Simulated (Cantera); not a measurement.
A freely propagating, adiabatic, planar premixed flame of H2 : O2 : N2 = 1 : 0.649 : 2.66 (molar parts), unburnt at 623 K and 1.00 atm; mixture-averaged transport, grid criteria slope 0.08 and curve 0.16, no radiation.

Model: the H2/O2 subset of GRI-Mech 3.0, which has no nitrogen chemistry, integrated in Cantera. Burning velocities carry a grid error of a few per cent, more on coarse grids.

Problem. What does this change do: 0.35 parts H2O added?

Solution. 
| quantity | before | after |
|---|---|---|
| laminar burning velocity | 589 cm/s | 486 cm/s |
| thermal thickness | 0.463 mm | 0.428 mm |
| peak x(O) | 0.0132 | 0.00876 |
| peak x(OH) | 0.0151 | 0.0127 |
| peak x(HO2) | 0.000271 | 0.000364 |
